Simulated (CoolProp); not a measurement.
Vapour pressure (MPa) of hexamethyldisiloxane (MM): the reference equation beside estimates from Tc = 518.7 K, pc = 1.931 MPa, ω = 0.418.

Computed with CoolProp (reference Helmholtz-energy equation of state, Thol 2016).

```csv
T (K),reference,Lee-Kesler,Peng-Robinson
401,0.2102,0.2119,?
414.8,0.2911,0.2940,?
428.6,0.3939,0.3980,0.3964
442.4,?,0.5276,0.5269
456.2,0.6797,0.6868,?
470,?,0.8801,?
483.8,?,1.113,1.119
497.6,1.382,1.393,1.401
```

### Question
What belongs in the gaps?

### Answer

- 401, Peng-Robinson: 0.2105
- 414.8, Peng-Robinson: 0.2923
- 442.4, reference: 0.5220
- 456.2, Peng-Robinson: 0.6878
- 470, reference: 0.8715
- 470, Peng-Robinson: 0.8837
- 483.8, reference: 1.103

Absolute difference from the reference over all 8 rows, mean and median: Lee-Kesler 1.0 and 1.0 %, Peng-Robinson 0.9 and 1.1 %.
